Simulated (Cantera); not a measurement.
## Stirred combustor or abatement burner

A perfectly stirred reactor is fed with H2 : O2 : N2 = 1 : 0.641 : 2.41 (molar parts), at 750 Torr; it is adiabatic with a 500 K inlet, and is followed from long to short residence time, starting on the burning branch (τ in s: 0.024, 0.013, 0.0074, 0.0041, 0.0022, 0.0012, 0.00068, 0.00037, 0.0002, 0.00011, 6.2e-05, 3.4e-05, 1.9e-05).

Detailed kinetics in Cantera: the H2/O2 subset of GRI-Mech 3.0, which has no nitrogen chemistry.

| τ (s) | T (K) | x H2 | x O2 | x OH | x HO2 | x O |
|---|---|---|---|---|---|---|
| 0.024 | 2271 | 0.00347 | 0.0387 | 0.00839 | 3.75e-6 | 0.00115 |
| 0.013 | 2261 | 0.00412 | 0.0388 | 0.00904 | 3.93e-6 | 0.00137 |
| 0.0074 | 2246 | 0.00510 | 0.0390 | 0.00990 | 4.24e-6 | 0.00169 |
| 0.0041 | 2223 | 0.00666 | 0.0393 | 0.0111 | 4.86e-6 | 0.00223 |
| 0.0022 | 2186 | 0.00900 | 0.0399 | 0.0125 | 6.03e-6 | 0.00309 |
| 0.0012 | 2137 | 0.0120 | 0.0408 | 0.0139 | 7.89e-6 | 0.00425 |
| 0.00068 | 2078 | 0.0153 | 0.0420 | 0.0149 | 1.04e-5 | 0.00565 |
| 0.00037 | 1999 | 0.0192 | 0.0437 | 0.0156 | 1.41e-5 | 0.00745 |
| 0.00020 | 1904 | 0.0233 | 0.0459 | 0.0155 | 1.89e-5 | 0.00948 |
| 0.00011 | 1800 | 0.0274 | 0.0486 | 0.0147 | 2.47e-5 | 0.0114 |
| 6.2e-5 | 1689 | 0.0317 | 0.0520 | 0.0132 | 3.15e-5 | 0.0129 |
| 3.4e-5 | 1564 | 0.0384 | 0.0573 | 0.0111 | 4.12e-5 | 0.0135 |
| 1.9e-5 | 1423 | 0.0538 | 0.0673 | 0.00838 | 5.69e-5 | 0.0120 |
x: mole fraction; the columns are a selection and need not sum to one.
